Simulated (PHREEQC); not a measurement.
Spent oxide etchant (model solution)

Make-up at 25 °C: 1.7 mmol/kgw HF, 3.9 mmol/kgw H2SiF6, 0.098 mmol/kgw H3BO3 and 1.9 mmol/kgw HNO3. Closed to the air; pH follows from the charge balance.

The numbers come from PHREEQC with the ion-association model, wateq4f.dat.

Precipitation was switched off in this run.

Question: Estimate the pH.

Answer: pH 2.08.

Question: In which forms is B present?

Answer: H3BO3 47 %, BF4- 46 %, BF3OH- 4.6 %, BF2(OH)2- 1.7 % of the B.

The solution is supersaturated, for example in Quartz (slow to form), Chalcedony (slow to form), so a real one may precipitate; this is no full list. Species that the database lacks are ignored. SiF6-2 is the database's only silicon fluoride. Real BF4- forms and hydrolyses slowly; the run takes it at equilibrium.
